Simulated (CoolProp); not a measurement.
Vapour-liquid equilibrium of R22 (1) + R11 (2) at 0.46 MPa; x and y are mole fractions of (1).

The numbers come from the multi-fluid Helmholtz-energy mixture model, Kamei 1995 and Jacobsen 1992; pair parameters Bell 2016 in CoolProp.

```csv
x,bubble temperature (K),y at the bubble point,dew temperature at overall composition x (K),liquid density (mol/L)
0.05,334.3,0.307,345.9,10.19
0.2,308.8,0.704,339.4,11.05
0.35,295.5,0.835,332.1,[?]
0.5,[?],0.897,323.6,[?]
0.65,[?],0.936,313.2,[?]
0.8,276.6,0.966,299.5,13.81
0.95,272.2,0.992,279.2,[?]
```

Problem. Complete the blanks.

Solution. 
- 0.35, liquid density (mol/L): 11.75
- 0.5, bubble temperature (K): 287.4
- 0.5, liquid density (mol/L): 12.41
- 0.65, bubble temperature (K): 281.5
- 0.65, liquid density (mol/L): 13.08
- 0.95, liquid density (mol/L): 14.62

No azeotrope shows between x = 0.05 and 0.95.

Pair parameters are fitted to limited data, so mixtures are less certain than the pure fluids.
